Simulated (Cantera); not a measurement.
A closed system holds: 1 mol Fe, 0.74 mol SO2, 300 mol N2, at 950 K and 2800000 Pa.

Equilibrium computed with Cantera from the NASA thermochemical tables; the gas is ideal and each condensed phase is pure. Candidate condensed phases: Fe, FeO, FeS, FeSO4, FeS2, Fe2O3, Fe2(SO4)3, Fe3O4, S; 19 gas species. FeS: taken at fixed stoichiometry. Rates play no part.

### Question
What is the equilibrium state?

### Answer
- x(N2) = 0.999
- x(SO2) = 0.00110
- x(S2) = 4.20e-5
- x(S2O) = 2.37e-6
- n(FeS(s)) = 0.384 mol
- n(Fe3O4(s)) = 0.205 mol
- gas amount = 300.3 mol
- log10 activity of S(l) (absent) = -1.69
- log10 activity of Fe(α) (absent) = -4.05
- log10 activity of FeSO4(s) (absent) = -5.29
